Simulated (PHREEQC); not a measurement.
# Buffer (model solution)

Dissolve 0.011 mol KHCO3, 0.00049 mol KOH and 3.5e-05 mol LiCl per kg of water at 25 °C and 10 atm. Closed to the air; pH follows from the charge balance.

Computed with PHREEQC (ion-association model, phreeqc.dat).

```json
{
  "pH": "8.87",
  "ionic_strength": "0.0120 mol/kgw",
  "specific_conductance": "1280 µS/cm",
  "total_alkalinity": "11.5 meq/kg"
}
```

| species | molality | activity | log γ |
|---|---|---|---|
| K+ | 0.0115 | 0.0103 | -0.049 |
| HCO3- | 0.0105 | 0.00939 | -0.047 |
| CO3-2 | 0.000510 | 0.000331 | -0.187 |
| Cl- | 3.50e-5 | 3.13e-5 | -0.049 |
| Li+ | 3.50e-5 | 3.15e-5 | -0.046 |
| CO2 | 2.81e-5 | 2.81e-5 | 0.001 |
| OH- | 8.50e-6 | 7.58e-6 | -0.050 |
| H+ | 1.48e-9 | 1.35e-9 | -0.042 |

This is a speciation only: nothing precipitates in the calculation.
